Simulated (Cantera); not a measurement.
What does this Cantera script print?

```python
import numpy as np
import cantera as ct

gas_names = """
    CL CL2 H HCL H2 Si SiCL SiCL2 SiCL3 SiCL4 SiH SiHCL3 SiH2 SiH2CL2 SiH3 SiH3CL SiH4 Si2 Si3
""".split()
cond_names = """
    Si(cr) Si(L)
""".split()


def load(file, names, dense=False):
    # The tables refer to 1 bar. Condensed volumes are neglected.
    table = {s.name: s for s in ct.Species.list_from_file(file)}
    out = []
    for n in names:
        d = dict(table[n].input_data)
        d["thermo"] = dict(d["thermo"], **{"reference-pressure": 1e5})
        if dense:
            d["equation-of-state"] = {"model": "constant-volume", "density": "1e6 g/cm^3"}
        out.append(ct.Species.from_dict(d))
    return out


gas = ct.Solution(thermo="ideal-gas", species=load("nasa_gas.yaml", gas_names))
cond = {s.name: ct.Solution(thermo="fixed-stoichiometry", species=[s], name=s.name)
        for s in load("nasa_condensed.yaml", cond_names, dense=True)}
atoms = {
    'SiH4': {'Si': 1, 'H': 4},
    'HCl': {'H': 1, 'CL': 1},
    'H2': {'H': 2},
}
top_T = {}  # K; cautious upper limits of use, not melting points


def equilibrate(T, P, feed):
    n = {}
    for name, mol in feed.items():
        for a, k in atoms[name].items():
            n[a] = n.get(a, 0.0) + k * mol
    gas.TPX = T, P, n
    mass = sum(n.values()) * gas.mean_molecular_weight
    gas.equilibrate("TP")
    valid = [c for c in cond.values() if c.min_temp <= T <= top_T.get(c.name, c.max_temp)]
    mix = ct.Mixture([(gas, mass / gas.mean_molecular_weight)] + [(c, 0.0) for c in valid])
    mix.T, mix.P = T, P
    mix.equilibrate("TP", solver="vcs", rtol=1e-11, max_steps=5000)
    return mix


results = []
feed = {'SiH4': 1, 'HCl': 0.14, 'H2': 15}  # mol
P = 79000  # Pa
for T in [948, 1023, 1098, 1173, 1248, 1323, 1398, 1473, 1548, 1623, 1698, 1773]:
    mix = equilibrate(T, P, feed)
    results.append((T, P, feed, dict(zip(mix.species_names, mix.species_moles))))

top = {s: max(r[3][s] / sum(r[3][g] for g in gas_names) for r in results) for s in gas_names}
cols = sorted((s for s in top if top[s] > 1e-06), key=lambda s: -top[s])[:5]
seen = [c for c in cond_names if any(r[3].get(c, 0) > 1e-12 for r in results)]
print("log10 of partial pressures in bar; condensed amounts in mol")
print(f"{'T/K':>10s}" + "".join(f"{s[:9]:>10s}" for s in cols + seen))
for T, P, feed, n in results:
    ng = sum(n[g] for g in gas_names)
    print(f"{T:10.4g}" + "".join(f"{np.log10(max(n[s] / ng * P / 1e5, 1e-99)):10.3f}" for s in cols)
          + "".join(f"{n.get(c, 0):10.4g}" for c in seen))
```

It prints:

```
log10 of partial pressures in bar; condensed amounts in mol
       T/K        H2       HCL    SiHCL3     SiCL4         H    Si(cr)     Si(L)
       948    -0.104    -2.764    -3.057    -3.371    -9.332    0.9673         0
      1023    -0.105    -2.523    -3.198    -3.543    -8.435    0.9757         0
      1098    -0.105    -2.356    -3.441    -3.854    -7.659    0.9849         0
      1173    -0.106    -2.264    -3.815    -4.341    -6.981    0.9918         0
      1248    -0.106    -2.228    -4.276    -4.945    -6.384     0.995         0
      1323    -0.106    -2.217    -4.745    -5.561    -5.853    0.9961         0
      1398    -0.106    -2.214    -5.183    -6.137    -5.378    0.9964         0
      1473    -0.106    -2.213    -5.583    -6.663    -4.951    0.9964         0
      1548    -0.106    -2.213    -5.945    -7.140    -4.564    0.9963         0
      1623    -0.106    -2.214    -6.275    -7.573    -4.213    0.9961         0
      1698    -0.106    -2.215    -6.582    -7.975    -3.893         0    0.9959
      1773    -0.106    -2.212    -6.912    -8.389    -3.599         0     0.996
```

These are equilibrium values from Cantera (NASA tables, ideal gas, pure condensed phases), not measurements of a reactor. The tables' values for SiCl3 are old estimates; treat these amounts as uncertain. Gases not in the tables: Si2H6 and higher silanes.
